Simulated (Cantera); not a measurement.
Charge: 1 mol Si2Cl6, 0.88 mol N2, at 773.15 K and 430 Pa.

Cantera equilibrium calculation (NASA polynomials, part measured and part estimated; ideal gas, pure solids and liquids). Candidate condensed phases: Si, Si3N4; 13 gas species. The feed counts by its element totals alone. N2 is the only nitrogen source here; it is nearly inert below about 1500 K, so the nitride shown seldom forms there in practice. Equilibrium is a limit: real reactors are often held back by kinetics, nucleation or transport.

Base state: SiCl4 0.733, N2 0.267 (mole fractions); condensed: Si3N4(s).

### Question
What changes in the equilibrium state with this change: Si2Cl6 replaced by SiHCl3?

### Answer
```tsv
species	before	after
N2	0.267	0.305
HCl	0	0.299
SiCl4	0.733	0.298
H2	0	0.0990
SiHCl3	0	6.23e-5
Si3N4(s), mol	0.167	0.133
```
Further candidate phases: NH4Cl.

### Question
What changes in the equilibrium state with this change: Si2Cl6 replaced by SiCl4?

### Answer
```tsv
species	before	after
SiCl4	0.733	0.532
N2	0.267	0.468
Si3N4(s), mol	0.167	0
```
